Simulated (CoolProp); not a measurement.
The numbers come from the reference Helmholtz-energy equation of state, Thol 2017 in CoolProp.

Problem. For octamethyltrisiloxane (MDM), give the phase and the Z, cp (kJ/(kg K)), cv (kJ/(kg K)), fugacity coefficient at 41.75 °C and 2.21 MPa.

Solution. 
- 41.75 °C and 2.21 MPa: liquid; Z 0.249, cp 1.82, cv 1.51, fugacity coefficient 0.000804
